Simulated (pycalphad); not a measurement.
Source of the numbers: pycalphad with the COST 507 light-alloy database (1999); pressure 1 atm. No gas phase is included, though pure Mn would boil below 2327 °C. The data set is of 1999 and partly superseded. The system is extrapolated from its subsystems; higher-order compounds may be missing. Diffusion is slow at the low end, where real alloys seldom reach equilibrium.

**Question.** How does the equilibrium phase assembly of Ti-0.26Mn-0.55Si (at.%) change on cooling from 2327 °C to 227 °C?

**Answer.** 
| T (°C) | phases above | phases below |
|---|---|---|
| 1654.4 | LIQUID | BCC_A2 + LIQUID |
| 1585.9 | BCC_A2 + LIQUID | BCC_A2 |
| 868.2 | BCC_A2 | BCC_A2 + HCP_A3 |
| 836.9 | BCC_A2 + HCP_A3 | BCC_A2 + HCP_A3 + SITI3 |
| 793.7 | BCC_A2 + HCP_A3 + SITI3 | HCP_A3 + SITI3 |
| 495.2 | HCP_A3 + SITI3 | ALPHA_TIMN + HCP_A3 + SITI3 |
Changes were sought between steps of 75 K, so a narrower field can be missed.

Database names, with the compositions (at.%) that they take in these runs: SITI3: Ti 75 Si 25; ALPHA_TIMN: Ti 50 Mn 50. BCC_A2 is bcc; HCP_A3 is hcp.
